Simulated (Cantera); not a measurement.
Equilibrium for calcination and drying: CaCO3 + C + CO2

Feed: 1 mol CaCO3, 0.64 mol C, 7.1 mol CO2, at 1948.15 K and 13.3 mbar.

Equilibrium computed with Cantera from the NASA thermochemical tables; the gas is ideal and each condensed phase is pure. Candidate condensed phases: C, Ca, CaCO3, CaO; 15 gas species. Kinetics and transport are ignored.

| Quantity | Value |
|---|---|
| x(CO2) | 0.848 |
| x(CO) | 0.150 |
| x(O2) | 0.00173 |
| x(O) | 0.000160 |
| n(CaO(s)) | 1.000 mol |
| gas amount | 8.757 mol |
| log10 activity of C(graphite) (absent) | -7.93 |
| log10 activity of Ca(l) (absent) | -9.10 |
